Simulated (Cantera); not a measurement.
A diamond (100) surface in a fixed gas of H2 with x(CH4) = 0.0029, x(H) = 0.026, x(CH3) = 5.5e-05, at 1000 K; coverages are run to steady state.

Model: the Harris–Goodwin 1993 mechanism for the reconstructed diamond (100) surface, integrated in Cantera.

θ: site fractions in the mechanism's names (c6HH fully hydrogenated, c6H* and c6*H radical sites, c6** diradical, c6HM methylated).

| P (Pa) | growth (µm/h) | θ c6HH | θ c6H* | θ c6*H | θ c6** | θ c6HM |
|---|---|---|---|---|---|---|
| 320 | [?] | 0.596 | 0.0183 | 0.375 | 0.00980 | 0.00104 |
| 570 | [?] | 0.596 | 0.0183 | 0.375 | 0.00980 | 0.00109 |
| 1000 | [?] | 0.596 | 0.0184 | 0.375 | 0.00980 | 0.00112 |
| 1800 | [?] | 0.596 | 0.0184 | 0.375 | 0.00981 | 0.00113 |
| 3300 | [?] | 0.596 | 0.0185 | 0.374 | 0.00982 | 0.00114 |
| 5900 | [?] | 0.596 | 0.0186 | 0.374 | 0.00984 | 0.00115 |
| 11000 | [?] | 0.596 | 0.0189 | 0.374 | 0.00988 | 0.00116 |
| 19000 | [?] | 0.596 | 0.0193 | 0.374 | 0.00994 | 0.00116 |

### Question
What belongs in the gaps?

### Answer

- 320, growth (µm/h): 0.0842
- 570, growth (µm/h): 0.157
- 1000, growth (µm/h): 0.282
- 1800, growth (µm/h): 0.516
- 3300, growth (µm/h): 0.955
- 5900, growth (µm/h): 1.72
- 11000, growth (µm/h): 3.22
- 19000, growth (µm/h): 5.58
